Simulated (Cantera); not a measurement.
A perfectly stirred reactor is fed with 19.2 % H₂, 80.1 % O₂, 0.649 % H₂O, equivalence ratio 0.12, at 0.00510 bar; it is held at 1225 K, and followed from long to short residence time.

Model: the H2/O2 subset of GRI-Mech 3.0, which has no nitrogen chemistry, integrated in Cantera. Radical loss at walls, strong at low pressure, is not modelled. The temperature is held fixed by assumption; the heat of reaction is taken as removed at once.

Question: Predict: x(H₂) at τ = 25.0 s; x(O₂) at τ = 25.0 s; x(H₂O₂) at τ = 25.0 s; x(O) at τ = 25.0 s; x(OH) at τ = 25.0 s; x(H₂) at τ = 0.140 s; x(O₂) at τ = 0.140 s; x(H₂O₂) at τ = 0.140 s; x(O) at τ = 0.140 s; x(OH) at τ = 0.140 s.

Answer: 
```json
{
  "x(H₂) at τ = 25.0 s": "0.000226",
  "x(O₂) at τ = 25.0 s": "0.778",
  "x(H₂O₂) at τ = 25.0 s": "7.37e-8",
  "x(O) at τ = 25.0 s": "0.00134",
  "x(OH) at τ = 25.0 s": "0.00163",
  "x(H₂) at τ = 0.140 s": "0.00530",
  "x(O₂) at τ = 0.140 s": "0.741",
  "x(H₂O₂) at τ = 0.140 s": "1.46e-7",
  "x(O) at τ = 0.140 s": "0.0335",
  "x(OH) at τ = 0.140 s": "0.00789"
}
```
